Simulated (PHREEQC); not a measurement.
## Metal-bearing waste water: an equilibrium model

A solution holds 0.24 mol/kgw ZnSO4, 0.00095 mol/kgw CuCl2, 0.00087 mol/kgw H2SO4 and 0.052 mol/kgw NaCl, at 25 °C. Closed to the air; pH follows from the charge balance.

Computed with PHREEQC (ion-association model, wateq4f.dat).

Each row changes one thing in this solution. No solid was allowed to form.

| case | pH | ionic strength (mol/kgw) | Zn+2 (mol/kgw) | ZnSO4 (mol/kgw) | SO4-2 (mol/kgw) | Cl- (mol/kgw) | SI of Goslarite (ZnSO4:7H2O) | SI of Chalcanthite (CuSO4:5H2O) |
|---|---|---|---|---|---|---|---|---|
| as made | 3.30 | 0.499 | 0.111 | 0.0853 | 0.0714 | 0.0500 | -1.45 | -3.06 |
| H2SO4 from 0.00087 to 0.00435 mol/kgw | 2.60 | 0.503 | 0.112 | 0.0851 | 0.0714 | 0.0500 | -1.45 | -3.07 |
| NaCl left out | 3.29 | 0.442 | 0.110 | 0.0888 | 0.0683 | 0.00177 | -1.43 | -3.04 |
| diluted 5-fold with water | 3.81 | 0.115 | 0.0260 | 0.0183 | 0.0225 | 0.0105 | [?] | -3.81 |
| temperature from 25 to 5 °C | 3.20 | 0.516 | 0.116 | 0.0793 | 0.0714 | 0.0522 | -1.24 | -2.94 |
| diluted 10-fold with water | 4.03 | 0.0626 | 0.0143 | [?] | 0.0133 | 0.00530 | -2.47 | -4.15 |
| 0.023 mol/kgw HBF4 added | 2.13 | 0.520 | 0.117 | 0.0827 | 0.0679 | 0.0499 | -1.46 | -3.09 |
| H2SO4 replaced by Na2SO4 at the same molality | 5.34 | 0.500 | 0.111 | 0.0854 | [?] | 0.0500 | -1.45 | -3.06 |

Q: What belongs in the gaps?

A: 
- diluted 5-fold with water, SI of Goslarite (ZnSO4:7H2O): -2.14
- diluted 10-fold with water, ZnSO4 (mol/kgw): 0.00864
- H2SO4 replaced by Na2SO4 at the same molality, SO4-2 (mol/kgw): 0.0718

Complexes and solids missing from the database can't appear. At this temperature some constants are extrapolated from 25 °C, and those without enthalpy data are left unchanged. Real BF4- forms and hydrolyses slowly; the run takes it at equilibrium.
